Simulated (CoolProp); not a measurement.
The numbers come from the reference Helmholtz-energy equation of state, Fiedler 2023 in CoolProp.

### Question
Give the vapour pressure (bar), liquid density (kg/m³), vapour density (kg/m³), enthalpy of vaporisation (kJ/kg) of saturated tetrahydrofuran at 181.15, 208.85 °C.

### Answer
```tsv
T (°C)	p (bar)	liquid density (kg/m³)	vapour density (kg/m³)	enthalpy of vaporisation (kJ/kg)
181.15	14.9	681	35.7	306
208.85	23.3	630	58.5	265
```
